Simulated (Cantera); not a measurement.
A Cantera script and what it prints.

```python
import numpy as np
import cantera as ct

gas_names = [...]  # 113 gases of nasa_gas.yaml made of C, H, O, Ti
cond_names = """
    C(gr) C6H6(L) C7H8(L) C8H18(L),n-octa H2O(s) H2O(L) Ti(a) Ti(b) Ti(L) TiC(s) TiC(L) TiO(a) TiO(b)
    TiO(L) TiO2(ru) TiO2(L) Ti2O3(a) Ti2O3(b) Ti2O3(L) Ti3O5(a) Ti3O5(b) Ti3O5(L) Ti4O7(s) Ti4O7(L)
""".split()


# ... load() reads the species with a 1 bar reference pressure and builds the phases ...
atoms = {
    'Ti(OiPr)4': {'Ti': 1, 'C': 12, 'H': 28, 'O': 4},
    'H2': {'H': 2},
}
top_T = {'C(gr)': 4500}  # K; cautious upper limits of use, not melting points


# ... equilibrate(T, P, feed) seeds the gas with the atoms and calls Mixture.equilibrate('TP', solver="vcs", rtol=1e-11, max_steps=5000) ...
results = []
feed = {'Ti(OiPr)4': 1, 'H2': 56}  # mol
P = 1333.22  # Pa
for T in [1698, 1748, 1798, 1848, 1898, 1948, 1998, 2048, 2098, 2148]:
    mix = equilibrate(T, P, feed)
    results.append((T, P, feed, dict(zip(mix.species_names, mix.species_moles))))

top = {s: max(r[3][s] / sum(r[3][g] for g in gas_names) for r in results) for s in gas_names}
cols = sorted((s for s in top if top[s] > 1e-05), key=lambda s: -top[s])[:7]
seen = [c for c in cond_names if any(r[3].get(c, 0) > 1e-12 for r in results)]
print("log10 of partial pressures in bar; condensed amounts in mol")
print(f"{'T/K':>10s}" + "".join(f"{s[:9]:>10s}" for s in cols + seen))
for T, P, feed, n in results:
    ng = sum(n[g] for g in gas_names)
    print(f"{T:10.4g}" + "".join(f"{np.log10(max(n[s] / ng * P / 1e5, 1e-99)):10.3f}" for s in cols)
          + "".join(f"{n.get(c, 0):10.4g}" for c in seen))
```

It prints:

```
log10 of partial pressures in bar; condensed amounts in mol
       T/K        H2        CO         H C2H2,acet       CH4     C(gr)    TiC(s)
      1698    -1.900    -3.143    -4.790    -6.042    -6.757     6.989         1
      1748    -1.900    -3.143    -4.591    -5.847    -6.837     6.983         1
      1798    -1.901    -3.143    -4.404    -5.664    -6.912     6.975         1
      1848    -1.901    -3.143    -4.226    -5.491    -6.984     6.963         1
      1898    -1.902    -3.144    -4.058    -5.327    -7.052     6.947         1
      1948    -1.904    -3.144    -3.899    -5.172    -7.118     6.924         1
      1998    -1.906    -3.145    -3.748    -5.026    -7.181     6.894         1
      2048    -1.908    -3.146    -3.604    -4.888    -7.242     6.854         1
      2098    -1.911    -3.148    -3.468    -4.757    -7.302     6.802         1
      2148    -1.916    -3.150    -3.338    -4.634    -7.362     6.736    0.9999
```

Cantera equilibrium calculation (NASA polynomials, part measured and part estimated; ideal gas, pure solids and liquids). The feed counts by its element totals alone. TiC: taken at fixed stoichiometry.
